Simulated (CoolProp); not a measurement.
Sulfur hexafluoride at 272.35 K and 0.509 MPa flows at 1 m/s in a round tube of 6 mm bore and 0.25 µm roughness, fully developed (64/Re and Nu = 3.66 if laminar; Colebrook and Gnielinski if turbulent). Each further row changes one setting.

Model: reference Helmholtz-energy equation of state, Guder 2009, in CoolProp.

| case | Reynolds number | Darcy friction factor | pressure drop (Pa/m) | heat-transfer coefficient (W/(m² K)) | mass flow (kg/h) |
|---|---|---|---|---|---|
| as stated | 15200 | 0.0278 | 82.8 | 83.9 | 3.64 |
| velocity 2 m/s | 30400 | 0.0235 | 280 | 146 | 7.28 |
| diameter 12 mm | 30400 | 0.0235 | 34.9 | 72.7 | 14.6 |

Viscosity comes from a separate model (Quiñones-Cisneros 2012). Thermal conductivity comes from a separate model (Assael 2012).
